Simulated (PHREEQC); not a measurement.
A column of 0.2 m (40 cells, dispersivity 0.007 m, 300 s a shift, diffusion coefficient 3e-10 m²/s) holds 0.18 eq of the database's cation exchanger X per kg of pore water, first in equilibrium with 75 mmol/kgw MgSO4, 1 mmol/kgw CuCl2 and 0.01 mmol/kgw HCl. It is flushed with 0.052 mol/kgw ZnSO4 and 1e-05 mol/kgw HCl, at 25 °C. Values are for the last cell. CO2 from the air is kept out. Precipitation was switched off in this run.

Base run: PHREEQC, ion-association model, phreeqc.dat. Each further column changes one thing. The table gives Mg in solution (mol/kgw).

```tsv
pore volumes	base	exchange capacity from 0.18 to 0.09 eq/kgw	dispersivity from 0.007 to 0.014 m
0	0.0750	0.0750	0.0750
0.8125	0.0690	___	0.0668
1.613	0.0514	0.0376	0.0503
2.212	0.0431	___	___
3.013	0.0136	0.000618	0.0159
3.812	0.00202	3.14e-5	0.00479
4.412	0.000425	3.11e-6	0.00182
5.213	4.99e-5	1.35e-7	___
6.013	5.62e-6	5.65e-9	0.000129
```

Question: Some entries are withheld; supply them.

Answer: 
- 0.8125, exchange capacity from 0.18 to 0.09 eq/kgw: 0.0689
- 2.212, exchange capacity from 0.18 to 0.09 eq/kgw: 0.00934
- 2.212, dispersivity from 0.007 to 0.014 m: 0.0377
- 5.213, dispersivity from 0.007 to 0.014 m: 0.000488
